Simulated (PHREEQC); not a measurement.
PHREEQC input (ion-association model, phreeqc.dat):

```
SOLUTION_MASTER_SPECIES
  Amm  AmmH+  0  AmmH  17.031  # ammonia with no redox link, constants of NH4+
SOLUTION_SPECIES
  AmmH+ = AmmH+
    -log_k 0
    -gamma 2.5 0
    -dw 1.98e-9
  AmmH+ = Amm + H+
    -log_k -9.252
    -delta_h 12.48 kcal
    -analytic 0.6322 -0.001225 -2835.76
    -dw 2.28e-9
  AmmH+ + SO4-2 = AmmHSO4-
    -log_k 1.11
PHASES
  Amm(g)
    Amm = Amm
    -log_k 1.7966
    -analytic -18.758 3.3670e-4 2.5113e3 4.8619 39.192
    -T_c 405.6
    -P_c 111.3
    -Omega 0.25
EXCHANGE_SPECIES
  AmmH+ + X- = AmmHX
    -log_k 0.6
    -gamma 2.5 0
    -delta_h -2.4
SOLUTION 0
  temp 25
  units mmol/kgw
  pH 7 charge
  S(6) 0.69
  Amm 1.38
  Cl 3.61
  Mg 1.8
  O(0) 1 O2(g) -0.68
SOLUTION 1-40
  temp 25
  units mmol/kgw
  pH 7 charge
  Cl 0.58
  Na 0.57
  O(0) 1 O2(g) -0.68
END
EXCHANGE 1-40
  X 0.0065
  -equilibrate 1
END
SELECTED_OUTPUT 1
  -reset false
  -pH true
  -pe true
  -ionic_strength true
  -water true
  -step true
  -totals Amm Cl Mg Na S S(-2) S(6)
  -molalities MgX2 AmmHX NaX
  -saturation_indices Halite
PRINT
  -reset false
TRANSPORT
  -cells 40
  -shifts 198
  -lengths 0.025
  -time_step 300
  -dispersivities 0.05
  -boundary_conditions flux flux
  -correct_disp true
  -punch_cells 40
  -punch_frequency 6
END
# ... the last block is repeated for the other 33 points of pore volumes
```

Selected output (columns that matter, 21 of 34 rows; pore volumes added in front):

```
pore volumes	pH	mu	Amm	Cl	Mg	Na	S	m_MgX2	m_NaX	si_Halite
0	5.0114	0.00058	0	0.00058	0	0.00057	0	0	0.0065	-8.0745
0.3125	5.0114	0.00058029	0	0.00058017	0	0.00057025	3.9231e-08	0	0.0065	-8.0742
0.4625	5.012	0.00062166	0	0.00060477	0	0.00060605	5.6412e-06	0	0.0065	-8.0305
0.7625	5.0247	0.0017776	8.1211e-22	0.001293	0	0.0016077	0.00016236	0	0.0065	-7.2931
1.0625	5.0405	0.0038157	1.1842e-12	0.0025094	0	0.0033782	0.00043938	0	0.0065	-6.7005
1.2125	5.0452	0.0045462	3.1035e-10	0.0029464	0	0.0040141	0.00053887	0	0.0065	-6.5609
1.5125	5.0499	0.0053127	3.3022e-07	0.0034053	0	0.0046817	0.00064337	0	0.0064982	-6.436
1.8125	5.0512	0.0055623	3.1599e-05	0.0035549	0	0.0048682	0.00067746	0	0.0063369	-6.4018
1.9625	5.0511	0.0056068	0.0002061	0.0035823	2.1704e-22	0.0047337	0.0006837	8.4459e-20	0.0055429	-6.4109
2.2625	5.0456	0.0056258	0.0023625	0.0036033	7.4439e-11	0.0026078	0.00068848	6.2253e-09	0.0014153	-6.6674
2.4125	5.0426	0.0056235	0.0035623	0.0036068	1.0234e-06	0.0014109	0.00068926	4.9332e-05	0.00058125	-6.9337
2.7125	5.0454	0.0065659	0.0022383	0.0036093	0.0012454	0.00024992	0.00068983	0.0028429	2.2288e-05	-7.69
3.0125	5.047	0.0069045	0.0015945	0.0036098	0.001668	4.9322e-05	0.00068996	0.0029981	3.8973e-06	-8.3964
3.1625	5.0473	0.0069563	0.0014937	0.0036099	0.0017317	2.2752e-05	0.00068998	0.0030186	1.7701e-06	-8.7326
3.4625	5.0475	0.0069961	0.0014138	0.00361	0.0017806	5.0341e-06	0.00069	0.0030341	3.8717e-07	-9.3879
3.7625	5.0475	0.0070071	0.0013905	0.00361	0.0017942	1.1506e-06	0.00069	0.0030384	8.8213e-08	-10.029
3.9125	5.0475	0.0070092	0.0013859	0.00361	0.0017968	5.5451e-07	0.00069	0.0030393	4.2488e-08	-10.346
4.2125	5.0475	0.0070111	0.0013819	0.00361	0.001799	1.3027e-07	0.00069	0.00304	9.9764e-09	-10.975
4.5125	5.0476	0.0070116	0.0013806	0.00361	0.0017997	3.0948e-08	0.00069	0.0030402	2.3697e-09	-11.599
4.6625	5.0476	0.0070117	0.0013804	0.00361	0.0017998	1.5132e-08	0.00069	0.0030403	1.1586e-09	-11.91
4.9625	5.0476	0.0070118	0.0013801	0.00361	0.0017999	3.6347e-09	0.00069	0.0030403	2.783e-10	-12.529
```
